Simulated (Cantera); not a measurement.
Source: NASA polynomial tables (part measured, part estimated), evaluated in Cantera. Values are per mole of reaction as written; species without (g) are pure solids or liquids, kept so even where they would boil at 1 bar. TiC: taken at fixed stoichiometry.

CH3(g) + Ti → TiC + 3 H(g)

```tsv
T (K)	ΔH° (kJ)	ΔS° (J/K)	ΔG° (kJ)	log10 K	condensed phases
300	323.0	143.8	279.9	-48.73	Ti(α), TiC(s)
948	343.4	181.0	171.8	-9.47	Ti(α), TiC(s)
1048	345.6	183.2	153.6	-7.65	Ti(α), TiC(s)
1148	(withheld)	(withheld)	(withheld)	(withheld)	Ti(α), TiC(s)
1248	(withheld)	(withheld)	(withheld)	(withheld)	Ti(β), TiC(s)
1348	347.4	184.6	98.6	-3.82	Ti(β), TiC(s)
1448	(withheld)	(withheld)	(withheld)	(withheld)	Ti(β), TiC(s)
```

Some entries are withheld; supply them.


- 1148, ΔH° (kJ): 347.0
- 1148, ΔS° (J/K): 184.5
- 1148, ΔG° (kJ): 135.2
- 1148, log10 K: -6.15
- 1248, ΔH° (kJ): 345.4
- 1248, ΔS° (J/K): 183.0
- 1248, ΔG° (kJ): 117.0
- 1248, log10 K: -4.89
- 1448, ΔH° (kJ): 349.3
- 1448, ΔS° (J/K): 185.9
- 1448, ΔG° (kJ): 80.0
- 1448, log10 K: -2.89
